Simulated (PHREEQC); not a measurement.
Solution (46 °C): 27 mmol/kgw H2SO4, 1.3 mmol/kgw K2SO4 and 9.9 mmol/kgw CuSO4. Closed to the air; pH follows from the charge balance.

Computed with PHREEQC (ion-association model, phreeqc.dat).

| quantity | before | after |
|---|---|---|
| pH | 1.59 | 2.41 |
| ionic strength (mol/kgw) | 0.0642 | 0.00936 |
| HSO4- (mol/kgw) | 0.0237 | 0.00113 |
| SO4-2 (mol/kgw) | 0.0112 | 0.00248 |
| KSO4- (mol/kgw) | 0.000112 | 4.15e-6 |

What was changed between the two runs?
A. diluted 5-fold with water
B. CuSO4 from 0.0099 to 0.0198 mol/kgw
C. temperature from 46 to 40 °C
D. CuSO4 from 0.0099 to 0.0149 mol/kgw
E. diluted 10-fold with water

E, diluted 10-fold with water

No solid was allowed to form. Constants without temperature data keep their 25 °C values here.
